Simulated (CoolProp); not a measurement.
R1233zd(E) at several states: density (kg/m³) from the reference equation and from simpler models built on Tc = 165.7 °C, pc = 35.83 bar, ω = 0.304; each cubic takes its own stable root.

Computed with CoolProp (reference Helmholtz-energy equation of state, Akasaka 2022).

| T (°C) | p (bar) | phase | reference | van der Waals | Redlich-Kwong | Soave-Redlich-Kwong |
|---|---|---|---|---|---|---|
| -38.35 | 0.718 | liquid | 1405 | 4.925 | 1220 | 1257 |
| -29.05 | 98.6 | liquid | 1402 | 847.2 | 1229 | 1261 |
| -100.25 | 47.7 | liquid | 1537 | 896.5 | 1327 | 1347 |

At some of these states van der Waals gives the other phase, because its saturation line lies elsewhere.
